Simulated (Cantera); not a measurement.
A closed system holds: 1 mol FeS2, 500 mol H2, equilibrated at 1675 K and 133 Pa.

Equilibrium computed with Cantera from the NASA thermochemical tables; the gas is ideal and each condensed phase is pure. Candidate condensed phases: Fe, FeS, FeS2, S; 8 gas species. Equilibrium is a limit: real reactors are often held back by kinetics, nucleation or transport.

Base state: H2 0.992, H 0.00317, Fe 0.00199, H2S 0.00162, SH 0.000791, S2 0.000694, S 0.000181 (mole fractions); condensed: gas only.

Task: What changes in the equilibrium state with this change: H2 from 500 to 11 mol?

Result: 
```
species       before    after
----------  --------  -------
H2             0.992    0.898
S2          0.000694   0.0713
H2S          0.00162   0.0149
Fe           0.00199  0.00311
S           0.000181  0.00184
SH          0.000791  0.00763
H            0.00317  0.00301
Fe(δ), mol         0    0.963
```
